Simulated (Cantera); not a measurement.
**Adiabatic ignition**

An adiabatic, constant-pressure homogeneous reactor starts with CH4 : O2 : N2 = 1 : 2 : 7.52 (molar parts), equivalence ratio 1.0, at 1175 K and 680000 Pa.

Cantera simulation using GRI-Mech 3.0 (53 species, 325 reactions); the numbers are that mechanism's predictions, not measurements.

```
t (s)     T (K)   x CH4    x O2    x NO2     x NO    x C2H2       x O    x C2H4
--------  -----  ------  ------  -------  -------  --------  --------  --------
6.00e-6    1175  0.0951   0.190   <1e-12   <1e-12    <1e-12  4.24e-12    <1e-12
1.59e-5    1175  0.0951   0.190   <1e-12   <1e-12    <1e-12  1.09e-11    <1e-12
4.19e-5    1175  0.0951   0.190   <1e-12   <1e-12    <1e-12  3.12e-11  3.66e-12
0.000111   1175  0.0951   0.190   <1e-12   <1e-12    <1e-12  1.08e-10  9.87e-11
0.000293   1175  0.0951   0.190   <1e-12   <1e-12    <1e-12  4.57e-10   3.91e-9
0.000775   1175  0.0950   0.190   <1e-12   <1e-12  1.52e-12   1.02e-9   8.39e-8
0.00205    1176  0.0949   0.190   <1e-12   <1e-12  4.87e-11   1.58e-9   6.33e-7
0.00541    1179  0.0942   0.190   <1e-12   <1e-12   2.62e-9   5.10e-9   8.82e-6
0.0143     2716  <1e-12  0.0113  3.10e-6  0.00712    <1e-12   0.00158    <1e-12
0.0378     2716  <1e-12  0.0113  3.10e-6  0.00712    <1e-12   0.00158    <1e-12
0.100      2716  <1e-12  0.0113  3.10e-6  0.00712    <1e-12   0.00158    <1e-12
```
x: mole fraction; the columns are a selection and need not sum to one.

- time of steepest temperature rise: 9.96 ms
- temperature at 0.100 s: 2716 K
- equilibrium temperature: 2716 K
- x(CH4) at 0.100 s: <1e-12 (gas-phase equilibrium <1e-12)
- x(O2) at 0.100 s: 0.0113 (gas-phase equilibrium 0.0113)
- x(NO2) at 0.100 s: 3.10e-6 (gas-phase equilibrium 3.10e-6)
